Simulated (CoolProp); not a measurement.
The numbers come from the reference Helmholtz-energy equation of state, Wagner 2002 in CoolProp.

Problem. Give the vapour pressure (MPa), enthalpy of vaporisation (kJ/kg), liquid cp (kJ/(kg K)), liquid conductivity (mW/(m K)) of saturated water at 331.5, 406.1, 430.9 K.

Solution. 
```
T (K)  p (MPa)  enthalpy of vaporisation (kJ/kg)  liquid cp (kJ/(kg K))  liquid conductivity (mW/(m K))
-----  -------  --------------------------------  ---------------------  ------------------------------
331.5   0.0185                              2360                   4.18                             649
406.1    0.295                              2170                   4.27                             683
430.9    0.584                              2090                   4.33                             679
```

Thermal conductivity comes from a separate model (Huber 2012).
